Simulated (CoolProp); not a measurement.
Properties of n-heptane at several states (Tc = 268.1 °C, pc = 2.774 MPa, ω = 0.349).

Model: reference Helmholtz-energy equation of state, Span 2003, in CoolProp. It is a short technical equation, of lower accuracy than the large ones.

```json
[
 {"T (°C)": "147.45", "p (MPa)": "0.706", "phase": "liquid", "speed of sound (m/s)": "646.0", "isothermal compressibility (1/MPa)": "0.005294", "expansivity (1/kK)": "1.993", "conductivity (mW/(m K))": "89.1", "Prandtl number": "4.27"},
 {"T (°C)": "183.95", "p (MPa)": "0.195", "phase": "gas", "speed of sound (m/s)": "189.6", "isothermal compressibility (1/MPa)": "5.395", "expansivity (1/kK)": "2.602", "conductivity (mW/(m K))": "28.7", "Prandtl number": "0.744"},
 {"T (°C)": "276.05", "p (MPa)": "0.478", "phase": "gas", "speed of sound (m/s)": "204.7", "isothermal compressibility (1/MPa)": "2.232", "expansivity (1/kK)": "2.272", "conductivity (mW/(m K))": "40.7", "Prandtl number": "0.735"},
 {"T (°C)": "263.45", "p (MPa)": "0.98", "phase": "gas", "speed of sound (m/s)": "185.0", "isothermal compressibility (1/MPa)": "1.215", "expansivity (1/kK)": "3.217", "conductivity (mW/(m K))": "41.5", "Prandtl number": "0.750"},
 {"T (°C)": "20.45", "p (MPa)": "1.95", "phase": "liquid", "speed of sound (m/s)": "1161", "isothermal compressibility (1/MPa)": "0.001366", "expansivity (1/kK)": "1.211", "conductivity (mW/(m K))": "124", "Prandtl number": "7.47"},
 {"T (°C)": "216.95", "p (MPa)": "0.223", "phase": "gas", "speed of sound (m/s)": "197.2", "isothermal compressibility (1/MPa)": "4.687", "expansivity (1/kK)": "2.376", "conductivity (mW/(m K))": "32.6", "Prandtl number": "0.741"}
]
```

Viscosity comes from a separate model (Michailidou 2014). Thermal conductivity comes from a separate model (Assael 2013).
